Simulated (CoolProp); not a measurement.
Vapour-liquid equilibrium of R13 (1) + R113 (2) at 279.4 K; x and y are mole fractions of (1).

Computed with CoolProp (multi-fluid Helmholtz-energy mixture model, Platzer 1990 and Marx 1992; pair parameters Bell 2016). This equation is an older, rougher fit; its heat capacities, sound speeds and derivatives of the liquid may be far off and weren't checked against measurements.

| x | bubble pressure (kPa) | y at the bubble point | dew pressure at overall composition x (kPa) | liquid density (mol/L) |
|---|---|---|---|---|
| 0.05 | 156.8 | 0.870 | 21.27 | 8.718 |
| 0.125 | 351.1 | 0.941 | 23.11 | 8.933 |
| 0.2 | 533.6 | 0.961 | 25.28 | 9.153 |
| 0.275 | 705.8 | 0.971 | 27.91 | 9.377 |
| 0.35 | 868.9 | 0.976 | 31.15 | 9.602 |
| 0.425 | 1024 | 0.980 | 35.23 | 9.828 |
| 0.5 | 1174 | 0.983 | 40.53 | 10.05 |
| 0.575 | 1319 | 0.985 | 47.72 | 10.26 |
| 0.65 | 1463 | 0.987 | 57.99 | 10.46 |
| 0.725 | 1609 | 0.989 | 73.90 | 10.62 |
| 0.8 | 1762 | 0.991 | 101.8 | 10.73 |
| 0.875 | 1930 | 0.994 | 163.5 | 10.74 |
| 0.95 | 2131 | 0.997 | 413.2 | 10.56 |

No azeotrope shows between x = 0.05 and 0.95.

The pair parameters rest on a limited set of measurements; away from them the model extrapolates. The gap from Raoult's law changes sign with composition, which may be real or a fault of the pair parameters; it wasn't checked against measurements.
